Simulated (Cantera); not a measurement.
An isothermal, constant-pressure homogeneous reactor starts with NO : N2 = 1 : 20 (molar parts), at 1550 K and 0.0150 bar. Integrator tolerance rtol = 1e-08.

Computed with Cantera and GRI-Mech 3.0 (53 species, 325 reactions). Radical loss at walls, strong at low pressure, is not modelled.

Q: What does this change do: temperature 1550 to 1775 K?

A: 
| quantity | before | after |
|---|---|---|
| x(NO) at 200 s | 0.0474 (gas-phase equilibrium 0.000580) | 0.0412 (gas-phase equilibrium 0.00141) |
| x(N2) at 200 s | 0.953 (gas-phase equilibrium 0.976) | 0.956 (gas-phase equilibrium 0.975) |
| x(O2) at 200 s | 0.000132 (gas-phase equilibrium 0.0235) | 0.00316 (gas-phase equilibrium 0.0230) |
| x(N2O) at 200 s | 7.45e-7 (gas-phase equilibrium 4.78e-9) | 6.40e-7 (gas-phase equilibrium 1.11e-8) |
| x(NO2) at 200 s | 1.11e-6 (gas-phase equilibrium 1.10e-7) | 1.68e-6 (gas-phase equilibrium 1.51e-7) |
| x(O) at 200 s | 1.49e-6 (gas-phase equilibrium 9.86e-6) | 4.91e-5 (gas-phase equilibrium 0.000119) |
